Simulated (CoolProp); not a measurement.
A single-stage vapour-compression cycle with cis-2-butene: evaporating at 255.15 K (dew point), condensing at 286.15 K (bubble point), superheat 5 K, subcooling 5 K, compressor efficiency 0.6, no pressure losses. Each further row changes one setting.

Values from CoolProp's reference Helmholtz-energy equation of state, Lemmon 2005. It is a short technical equation, of lower accuracy than the large ones.

```
case                              cooling COP  pressure ratio  discharge temperature (K)  refrigerating effect (kJ/kg)  volumetric capacity (kJ/m³)
--------------------------------  -----------  --------------  -------------------------  ----------------------------  ---------------------------
as stated                                4.60            3.50                      321.3                           386                          416
evaporating temperature 260.15 K         5.68            2.79                      315.6                           392                          521
condensing temperature 281.15 K          5.57            2.92                      312.5                           397                          428
subcooling 10 K                          4.73            3.50                      321.3                           397                          428
superheat 15 K                           4.58            3.50                          ?                             ?                          414
compressor efficiency 0.5                3.83            3.50                          ?                           386                          416
```

Some entries are withheld; supply them.


- superheat 15 K, discharge temperature (K): 331.9
- superheat 15 K, refrigerating effect (kJ/kg): 399
- compressor efficiency 0.5, discharge temperature (K): 331.8
